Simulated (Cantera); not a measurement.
Feed: 1 mol SiF4, 0.011 mol C2H2, 63 mol H2, at 0.890 bar.

Method: chemical equilibrium by Gibbs-energy minimisation in Cantera with the NASA 1993 tables (ideal gas, pure condensed phases). Candidate condensed phases: C, C6H6, C7H8, C8H18, Si, SiC; 113 gas species. The tables' values for SiF3 are old estimates; treat these amounts as uncertain. Kinetics and transport are ignored. All values below are at 1225 K.

Base state: H2 0.983, SiF4 0.0148, HF 0.000847, SiHF3 0.000744, CH4 0.000344, SiF3 6.53e-5, SiH2F2 1.83e-5 (mole fractions); condensed: gas only.

### Question
What changes in the equilibrium state with this change: SiF4 replaced by CH3SiH3?

### Answer
```
species        before     after
-----------  --------  --------
H2              0.983     1.000
CH4          0.000344  0.000333
SiF4           0.0148         0
HF           0.000847         0
SiHF3        0.000744         0
SiF3          6.53e-5         0
SiC(s), mol         0     1.000
```
The feed counts by its element totals alone.
